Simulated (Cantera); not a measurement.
Mixture: H2 : O2 : N2 = 1 : 0.227 : 0.855 (molar parts), equivalence ratio 2.2, at 500000 Pa, adiabatic and at constant volume. Ignition delay is the time to a rise of 400 K.

Model: the H2/O2 subset of GRI-Mech 3.0, which has no nitrogen chemistry, integrated in Cantera. The hydrogen kinetics of GRI-Mech 3.0 are dated; newer H2 mechanisms differ, most at raised pressure. Below about 950 K walls govern HO2 and H2O2 in real vessels.

### Question
What does this change do: pressure from 500000 Pa to 1000000 Pa?

### Answer
```
quantity           before     after
---------------  --------  --------
delay at 875 K    0.227 s   0.144 s
delay at 975 K    14.5 ms   10.5 ms
delay at 1075 K  0.971 ms   1.11 ms
delay at 1175 K   29.4 µs  0.113 ms
delay at 1275 K   8.82 µs   8.43 µs
delay at 1375 K   4.90 µs   2.97 µs
delay at 1475 K   3.24 µs   1.73 µs
```

### Question
What does this change do: constant pressure in place of constant volume?

### Answer
| quantity | before | after |
|---|---|---|
| delay at 875 K | 0.227 s | 0.251 s |
| delay at 975 K | 14.5 ms | 15.7 ms |
| delay at 1075 K | 0.971 ms | 1.01 ms |
| delay at 1175 K | 29.4 µs | 30.1 µs |
| delay at 1275 K | 8.82 µs | 9.19 µs |
| delay at 1375 K | 4.90 µs | 5.15 µs |
| delay at 1475 K | 3.24 µs | 3.44 µs |
| apparent activation energy between 1275 and 1475 K | 78 kJ/mol | 77 kJ/mol |
